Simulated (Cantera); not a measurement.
A closed system holds: 1 mol SiH4, 0.4 mol C2H2, 4.1 mol H2, 0.26 mol CH4, held at 1.33 mbar.

Cantera equilibrium calculation (NASA polynomials, part measured and part estimated; ideal gas, pure solids and liquids). Candidate condensed phases: C, C6H6, C7H8, C8H18, Si, SiC; 87 gas species. Gases not in the tables: Si2H6 and higher silanes. Kinetics and transport are ignored.

log p: log10 of the partial pressure in bar; n: condensed amount in mol.

```csv
T (K),log p H2,log p H,log p Si,log p SiC2,n C(graphite),n SiC(s)
1948,-2.89,-4.39,-5.98,-7.47,0.0583,0.994
2023,-2.90,?,?,?,?,0.979
2098,-2.92,-3.97,-5.00,-6.19,0.0967,0.935
2173,-2.94,?,?,?,?,?
2248,-3.00,-3.63,-4.14,-5.08,0.452,0.432
2323,-3.06,-3.49,-3.94,-4.77,0.722,0
2398,-3.12,-3.36,-3.96,-4.68,0.653,0
```

Question: Some entries are withheld; supply them.

Answer: 
- 2173, log p H: -3.79
- 2173, log p Si: -4.55
- 2173, log p SiC2: -5.62
- 2173, n C(graphite): 0.189
- 2173, n SiC(s): 0.805
- 2023, log p H: -4.17
- 2023, log p Si: -5.47
- 2023, log p SiC2: -6.81
- 2023, n C(graphite): 0.0663
